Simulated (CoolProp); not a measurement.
A single-stage vapour-compression cycle with R22: evaporating at 241.15 K (dew point), condensing at 279.15 K (bubble point), superheat 10 K, subcooling 2 K, compressor efficiency 0.75, no pressure losses. Each further row changes one setting.

Computed with CoolProp (reference Helmholtz-energy equation of state, Kamei 1995).

| case | cooling COP | pressure ratio | discharge temperature (K) | refrigerating effect (kJ/kg) | volumetric capacity (kJ/m³) |
|---|---|---|---|---|---|
| as stated | 4.09 | 4.00 | 330.4 | 193 | 1260 |
| evaporating temperature 246.15 K | 4.90 | 3.25 | 323.8 | 196 | 1550 |
| condensing temperature 274.15 K | 4.81 | 3.42 | 321.0 | 199 | 1290 |
| subcooling 7 K | 4.21 | 4.00 | 330.4 | 199 | 1290 |
| superheat 20 K | 4.04 | 4.00 | 341.8 | 200 | 1240 |
| compressor efficiency 0.65 | 3.54 | 4.00 | 340.2 | 193 | 1260 |
